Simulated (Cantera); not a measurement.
A perfectly stirred reactor is fed with H2 : O2 : N2 = 0.97 : 1 : 1.3 (molar parts), at 100000 Pa; it is held at 1125 K, and followed from long to short residence time.

Cantera simulation using the H2/O2 subset of GRI-Mech 3.0, which has no nitrogen chemistry; the numbers are that mechanism's predictions, not measurements. The temperature is held fixed by assumption; the heat of reaction is taken as removed at once.

x: mole fraction; the columns are a selection and need not sum to one.

```tsv
τ (s)	x H2	x O2	x HO2	x O	x H2O2	x H2O	x H
3.5	0.00100	0.185	2.48e-5	[?]	4.41e-6	0.347	1.45e-7
0.88	0.00240	0.186	4.91e-5	[?]	1.60e-5	0.345	5.56e-7
0.22	0.00587	0.187	9.21e-5	[?]	5.08e-5	0.341	2.09e-6
0.056	0.0135	0.190	0.000157	[?]	0.000123	0.332	7.48e-6
0.014	0.0256	0.195	0.000231	[?]	0.000182	0.318	2.68e-5
0.0036	0.0350	0.199	0.000281	[?]	0.000128	0.307	9.72e-5
0.00092	0.0452	0.203	0.000311	[?]	6.04e-5	0.295	0.000364
```

Question: Some entries are withheld; supply them.

Answer: 
- 3.5, x O: 7.62e-7
- 0.88, x O: 2.31e-6
- 0.22, x O: 6.07e-6
- 0.056, x O: 1.40e-5
- 0.014, x O: 3.35e-5
- 0.0036, x O: 9.69e-5
- 0.00092, x O: 0.000292
